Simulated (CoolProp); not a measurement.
Properties of propane along the isotherm 115.25 °C (Tc = 96.7 °C, pc = 4.251 MPa, ω = 0.152).

Values from CoolProp's reference Helmholtz-energy equation of state, Lemmon 2009.

| p (MPa) | phase | isothermal compressibility (1/MPa) | conductivity (mW/(m K)) |
|---|---|---|---|
| 2.66 | gas | 0.4941 | 32.8 |
| 5.31 | supercritical | 0.6775 | 52.3 |
| 7.97 | supercritical | 0.06118 | 67.3 |
| 10.6 | supercritical | 0.02717 | 72.5 |
| 13.3 | supercritical | … | … |
| 15.9 | supercritical | … | … |
| 18.6 | supercritical | … | 82.3 |
| 21.3 | supercritical | 0.008427 | 84.9 |

Q: Some entries are withheld; supply them.

A: 
- 13.3, isothermal compressibility (1/MPa): 0.01731
- 13.3, conductivity (mW/(m K)): 76.4
- 15.9, isothermal compressibility (1/MPa): 0.01286
- 15.9, conductivity (mW/(m K)): 79.5
- 18.6, isothermal compressibility (1/MPa): 0.01017

Thermal conductivity comes from a separate model (Marsh 2002).
